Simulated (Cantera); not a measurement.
Feed: 1 mol HgO, 1.9 mol H2, equilibrated at 4.80 mbar.

These are equilibrium values from Cantera (NASA tables, ideal gas, pure condensed phases), not measurements of a reactor. Candidate condensed phases: H2O, Hg, HgO; 10 gas species. Rates play no part. All values below are at 825 K.

Base state: H2O 0.345, Hg 0.345, H2 0.310 (mole fractions); condensed: gas only.

### Question
What changes in the equilibrium state with this change: H2 from 1.9 to 0.17 mol?

### Answer
```csv
species,before,after
Hg,0.345,0.631
O2,<1e-9,0.262
H2O,0.345,0.107
H2,0.310,<1e-9
```

### Question
What changes in the equilibrium state with this change: H2 from 1.9 to 0.11 mol?

### Answer
```json
[
 {"species": "Hg", "before": "0.345", "after": "0.643"},
 {"species": "O2", "before": "<1e-9", "after": "0.286"},
 {"species": "H2O", "before": "0.345", "after": "0.0707"},
 {"species": "H2", "before": "0.310", "after": "<1e-9"}
]
```
